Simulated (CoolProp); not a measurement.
R507A along the isotherm 302.8 K: Z from the reference equation and from simpler models built on Tc = 343.8 K, pc = 3.705 MPa, ω = 0.286; each cubic takes its own stable root.

Values from CoolProp's reference Helmholtz-energy equation of state, Lemmon 2003. It is a pseudo-pure fit of the blend.

```csv
p (MPa),phase,reference,van der Waals,Soave-Redlich-Kwong,Peng-Robinson
0.37,gas,0.9410,0.9583,0.9463,0.9420
0.741,gas,0.8757,0.9130,0.8871,0.8786
2.22,liquid,0.08423,0.1481,0.1009,0.08903
2.59,liquid,0.09782,0.1694,0.1167,0.1031
2.96,liquid,0.1113,0.1904,0.1324,___
3.33,liquid,0.1247,0.2112,0.1479,0.1308
3.7,liquid,0.1380,0.2317,0.1632,0.1444
4.08,liquid,0.1516,0.2525,0.1788,___
4.45,liquid,0.1648,0.2726,0.1939,___
4.82,liquid,0.1779,0.2926,___,___
5.19,liquid,0.1909,0.3123,0.2235,0.1981
5.56,liquid,___,0.3319,0.2382,0.2112
```

Fill in the missing entries.


- 2.96, Peng-Robinson: 0.1170
- 4.08, Peng-Robinson: 0.1583
- 4.45, Peng-Robinson: 0.1717
- 4.82, Soave-Redlich-Kwong: 0.2088
- 4.82, Peng-Robinson: 0.1849
- 5.56, reference: 0.2038
